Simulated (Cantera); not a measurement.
What does this Cantera script print?

```python
import numpy as np
import cantera as ct

gas_names = """
    H HI HNO HNO2 HNO3 HO2 H2 H2O H2O2 I I2 Mg MgH MgI MgI2 MgN MgO MgOH MgO2H2 Mg2 N NH NH2 NH3 NH2OH
    NO NO2 NO3 N2 N2H2 N2H4 N2O O OH O2 O3
""".split()
cond_names = """
    H2O(s) H2O(L) I2(cr) I2(L) Mg(cr) Mg(L) MgI2(s) MgI2(L) MgO(s) MgO(L) MgO2H2(s)
""".split()


def load(file, names, dense=False):
    # The tables refer to 1 bar. Condensed volumes are neglected.
    table = {s.name: s for s in ct.Species.list_from_file(file)}
    out = []
    for n in names:
        d = dict(table[n].input_data)
        d["thermo"] = dict(d["thermo"], **{"reference-pressure": 1e5})
        if dense:
            d["equation-of-state"] = {"model": "constant-volume", "density": "1e6 g/cm^3"}
        out.append(ct.Species.from_dict(d))
    return out


gas = ct.Solution(thermo="ideal-gas", species=load("nasa_gas.yaml", gas_names))
cond = {s.name: ct.Solution(thermo="fixed-stoichiometry", species=[s], name=s.name)
        for s in load("nasa_condensed.yaml", cond_names, dense=True)}
atoms = {
    'MgO': {'Mg': 1, 'O': 1},
    'I2': {'I': 2},
    'N2': {'N': 2},
    'H2O': {'H': 2, 'O': 1},
}
top_T = {}  # K; cautious upper limits of use, not melting points


def equilibrate(T, P, feed):
    n = {}
    for name, mol in feed.items():
        for a, k in atoms[name].items():
            n[a] = n.get(a, 0.0) + k * mol
    gas.TPX = T, P, n
    mass = sum(n.values()) * gas.mean_molecular_weight
    gas.equilibrate("TP")
    valid = [c for c in cond.values() if c.min_temp <= T <= top_T.get(c.name, c.max_temp)]
    mix = ct.Mixture([(gas, mass / gas.mean_molecular_weight)] + [(c, 0.0) for c in valid])
    mix.T, mix.P = T, P
    mix.equilibrate("TP", solver="vcs", rtol=1e-11, max_steps=5000)
    return mix


results = []
feed = {'MgO': 1, 'I2': 0.97, 'N2': 0.19, 'H2O': 0.11}  # mol
T = 1323.15  # K
for P in [1000, 4000, 16000, 63000, 250000, 1000000]:
    mix = equilibrate(T, P, feed)
    results.append((T, P, feed, dict(zip(mix.species_names, mix.species_moles))))

top = {s: max(r[3][s] / sum(r[3][g] for g in gas_names) for r in results) for s in gas_names}
cols = sorted((s for s in top if top[s] > 0.0001), key=lambda s: -top[s])[:6]
seen = [c for c in cond_names if any(r[3].get(c, 0) > 1e-12 for r in results)]
print("log10 of partial pressures in bar; condensed amounts in mol")
print(f"{'P/Pa':>10s}" + "".join(f"{s[:9]:>10s}" for s in cols + seen))
for T, P, feed, n in results:
    ng = sum(n[g] for g in gas_names)
    print(f"{P:10.4g}" + "".join(f"{np.log10(max(n[s] / ng * P / 1e5, 1e-99)):10.3f}" for s in cols)
          + "".join(f"{n.get(c, 0):10.4g}" for c in seen))
```

Result:

```
log10 of partial pressures in bar; condensed amounts in mol
      P/Pa         I        I2        N2       H2O        HI        O2    MgO(s)
      1000    -2.077    -3.612    -3.061    -3.304    -4.885    -5.491         1
      4000    -1.511    -2.480    -2.435    -2.679    -4.182    -4.788         1
   1.6e+04    -1.003    -1.464    -1.783    -2.027    -3.515    -4.121         1
   6.3e+04    -0.576    -0.609    -1.129    -1.372    -2.911    -3.517         1
   2.5e+05    -0.205     0.132    -0.485    -0.728    -2.357    -2.963         1
     1e+06     0.133     0.808     0.144    -0.097    -1.834    -2.441         1
```

These are equilibrium values from Cantera (NASA tables, ideal gas, pure condensed phases), not measurements of a reactor.
